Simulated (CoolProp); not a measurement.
Vapour-liquid equilibrium of n-heptane (1) + o-xylene (2) at 880 kPa; x and y are mole fractions of (1).

Model: multi-fluid Helmholtz-energy mixture model, Span 2003 and Zhou 2012; pair parameters Bell 2016, in CoolProp.

```
x     bubble temperature, mixture model (K)  bubble temperature, Raoult's law (K)  y, mixture model  y, Raoult's law
----  -------------------------------------  ------------------------------------  ----------------  ---------------
0.05                                    [?]                                 518.6             0.108            0.114
0.15                                    [?]                                 510.7             0.285            0.305
0.25                                    [?]                                 503.6             0.424            0.456
0.35                                  495.2                                 497.3               [?]            0.579
0.45                                    [?]                                 491.5             0.631            0.679
0.55                                    [?]                                 486.2               [?]            0.762
0.65                                  480.2                                 481.3             0.785            0.831
0.75                                  476.1                                 476.8             0.851            0.889
0.85                                  472.3                                 472.6             0.913            0.939
0.95                                  468.7                                 468.8               [?]            0.981
```

What belongs in the gaps?


- 0.05, bubble temperature, mixture model (K): 517.9
- 0.15, bubble temperature, mixture model (K): 509.0
- 0.25, bubble temperature, mixture model (K): 501.6
- 0.35, y, mixture model: 0.537
- 0.45, bubble temperature, mixture model (K): 489.6
- 0.55, bubble temperature, mixture model (K): 484.7
- 0.55, y, mixture model: 0.713
- 0.95, y, mixture model: 0.971

The largest gap from Raoult's law is -2.1 K in bubble temperature, at x = 0.35. No azeotrope shows between x = 0.05 and 0.95.

Pair parameters are fitted to limited data, so mixtures are less certain than the pure fluids.
